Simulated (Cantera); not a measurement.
Input: 1 mol TEOS, 0.34 mol O₂, 10 mol H₂, 0.11 mol NO, at 2023 K and 128 Torr.

Cantera equilibrium calculation (NASA polynomials, part measured and part estimated; ideal gas, pure solids and liquids). Candidate condensed phases: C, C₆H₆, C₇H₈, C₈H₁₈, H₂O, Si, SiC, SiO₂, Si₂N₂O, Si₃N₄; 151 gas species. The feed counts by its element totals alone. The numbers say what is thermodynamically allowed, not how fast it happens.

Base state: H₂ 0.800, CO 0.191, H 0.00412, N₂ 0.00188, SiO 0.00187, C₂H₂ (acetylene) 0.000715, HCN 0.000625, CH₄ 4.35e-5 (mole fractions); condensed: C(graphite) + SiC(s).

Q: What changes in the equilibrium state with this change: NO from 0.11 to 0.23 mol?

A: 
```csv
species,before,after
H₂,0.800,0.794
CO,0.191,0.194
H,0.00412,0.00410
N₂,0.00188,0.00410
SiO,0.00187,0.00190
HCN,0.000625,0.000920
HNC,3.70e-5,5.45e-5
CH₄,4.35e-5,4.28e-5
C₂H₂ (acetylene),0.000715,0.000709
"C(graphite), mol",2.25,2.13
"SiC(s), mol",0.953,0.951
```

Q: What changes in the equilibrium state with this change: pressure from 128 Torr to 1.00 Torr?

A: 
```csv
species,before,after
H₂,0.800,0.761
CO,0.191,0.186
H,0.00412,0.0454
Si,2.00e-5,0.00255
CH₄,4.35e-5,3.08e-7
Si₂C,6.02e-7,7.68e-5
SiC₂,9.19e-7,0.000117
"C(graphite), mol",2.25,2.32
"SiC(s), mol",0.953,0.880
```
